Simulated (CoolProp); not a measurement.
Vapour-liquid equilibrium of cyclohexane (1) + p-xylene (2) at 245 kPa; x and y are mole fractions of (1).

Model: multi-fluid Helmholtz-energy mixture model, Zhou 2014 and Zhou 2012; pair parameters Bell 2016, in CoolProp.

Task: Give the bubble temperature and the first vapour's composition at x = 0.35, 0.5, 0.65. Is there an azeotrope?

Result: x = 0.35: 413.4 K, y = 0.690; x = 0.5: 405.0 K, y = 0.801; x = 0.65: 398.4 K, y = 0.877. No azeotrope shows between x = 0.05 and 0.95.

The pair parameters rest on a limited set of measurements; away from them the model extrapolates.
